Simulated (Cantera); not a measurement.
A freely propagating, adiabatic, planar premixed flame of C3H8 : O2 : N2 = 1 : 4.55 : 15.9 (molar parts), equivalence ratio 1.1, unburnt at 550 K and 67000 Pa; mixture-averaged transport, grid criteria slope 0.08 and curve 0.16, no radiation.

Computed with Cantera and GRI-Mech 3.0 (53 species, 325 reactions). GRI-Mech 3.0 was tuned for natural gas; its chemistry of propane as a main component is partial and can be far from experiment. Burning velocities carry a grid error of a few per cent, more on coarse grids.

**Question.** Predict: laminar burning velocity; thermal thickness; peak x(H); peak x(HO2); peak x(O).

**Answer.** 
| Quantity | Result |
|---|---|
| laminar burning velocity | 160 cm/s |
| thermal thickness | 0.358 mm |
| peak x(H) | 0.0157 |
| peak x(HO2) | 0.000348 |
| peak x(O) | 0.00637 |
